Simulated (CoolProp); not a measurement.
Vapour-liquid equilibrium of p-xylene (1) + n-nonane (2) at 0.0704 MPa; x and y are mole fractions of (1).

Model: multi-fluid Helmholtz-energy mixture model, Zhou 2012 and Lemmon 2006; pair parameters Bell 2016, in CoolProp.

```tsv
x	bubble temperature (K)	y at the bubble point	dew temperature at overall composition x (K)	liquid density (mol/L)
0.05	409.8	0.072	410.1	4.929
0.2	407.5	0.264	408.3	5.205
0.35	405.5	0.431	406.5	5.506
0.5	403.7	0.581	404.7	5.836
0.65	402.0	0.719	402.9	6.200
0.8	400.4	0.846	401.0	6.604
0.95	398.9	0.963	399.0	7.053
```

No azeotrope shows between x = 0.05 and 0.95.

Pair parameters are fitted to limited data, so mixtures are less certain than the pure fluids.
